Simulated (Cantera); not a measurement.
**Equilibrium for chlorosilane synthesis and conversion: Si + Cl2 + H2**

Charge: 1 mol Si, 2.6 mol Cl2, 0.76 mol H2, held at 4.00 bar.

Equilibrium computed with Cantera from the NASA thermochemical tables; the gas is ideal and each condensed phase is pure. Candidate condensed phases: Si; 19 gas species. The tables' values for SiCl3 are old estimates; treat these amounts as uncertain. The numbers say what is thermodynamically allowed, not how fast it happens.

| T (K) | log p HCl | log p SiCl4 | log p H2 | log p SiCl3 | log p SiHCl3 | log p SiCl2 | log p SiH2Cl2 |
|---|---|---|---|---|---|---|---|
| 723 | 0.31 | 0.23 | -0.57 | -7.79 | -4.17 | <-11 | -9.73 |
| 798 | 0.31 | 0.23 | -0.57 | -6.60 | -3.70 | -11.37 | -8.73 |
| 873 | 0.31 | 0.23 | -0.57 | -5.61 | -3.32 | -9.67 | -7.90 |
| 948 | 0.31 | 0.23 | -0.57 | -4.78 | -2.99 | -8.25 | -7.21 |
| 1023 | 0.31 | 0.23 | -0.57 | -4.07 | -2.72 | -7.05 | -6.63 |
| 1098 | 0.31 | 0.23 | -0.57 | -3.47 | -2.49 | -6.01 | -6.13 |
| 1173 | 0.31 | 0.23 | -0.58 | -2.94 | -2.29 | -5.12 | -5.70 |
| 1248 | 0.31 | 0.23 | -0.58 | -2.48 | -2.12 | -4.33 | -5.33 |
| 1323 | 0.31 | 0.22 | -0.59 | -2.08 | -1.97 | -3.65 | -5.02 |
| 1398 | 0.31 | 0.22 | -0.61 | -1.73 | -1.86 | -3.05 | -4.76 |
log p: log10 of the partial pressure in bar; nothing condenses.

From 723 K to 1398 K nothing is condensed. The main Si-bearing gas is SiCl4 throughout.
